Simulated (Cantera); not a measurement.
## Low-pressure radical oxidation in H2/O2

An isothermal, constant-pressure homogeneous reactor starts with H₂ : O₂ : N₂ = 0.0056 : 1 : 0.43 (molar parts), equivalence ratio 0.0028, at 1275 K and 440 Pa.

Cantera simulation using GRI-Mech 3.0 (53 species, 325 reactions); the numbers are that mechanism's predictions, not measurements. Radical loss at walls, strong at low pressure, is not modelled.

| t (s) | x H₂ | x O₂ | x N₂O | x NO | x O | x H₂O | x OH |
|---|---|---|---|---|---|---|---|
| 5.00e-5 | 0.00390 | 0.697 | <1e-12 | <1e-12 | 2.62e-11 | <1e-12 | 2.62e-11 |
| 0.000162 | 0.00390 | 0.697 | <1e-12 | <1e-12 | 2.16e-10 | 5.60e-12 | 2.14e-10 |
| 0.000527 | 0.00390 | 0.697 | <1e-12 | <1e-12 | 1.30e-9 | 1.19e-10 | 1.25e-9 |
| 0.00171 | 0.00390 | 0.697 | <1e-12 | <1e-12 | 6.42e-9 | 1.88e-9 | 5.73e-9 |
| 0.00555 | 0.00390 | 0.697 | <1e-12 | <1e-12 | 4.77e-8 | 3.37e-8 | 3.79e-8 |
| 0.0180 | 0.00390 | 0.697 | <1e-12 | <1e-12 | 3.03e-6 | 3.15e-6 | 2.29e-6 |
| 0.0585 | 0.000102 | 0.693 | 2.05e-10 | 7.66e-11 | 0.00331 | 0.00345 | 0.000578 |
| 0.190 | 9.09e-6 | 0.693 | 1.49e-9 | 6.61e-10 | 0.00346 | 0.00366 | 0.000388 |
| 0.616 | 8.46e-6 | 0.693 | 2.96e-9 | 2.96e-9 | 0.00321 | 0.00367 | 0.000375 |
| 2.00 | 6.82e-6 | 0.694 | 3.36e-9 | 9.80e-9 | 0.00257 | 0.00370 | 0.000337 |
x: mole fraction; the columns are a selection and need not sum to one.

Equilibrium at this temperature and pressure: H₂ 3.92e-9, O₂ 0.696, N₂O 1.04e-9, NO 0.000379, O 1.41e-6, H₂O 0.00390, OH 8.11e-6 (gas phase only).
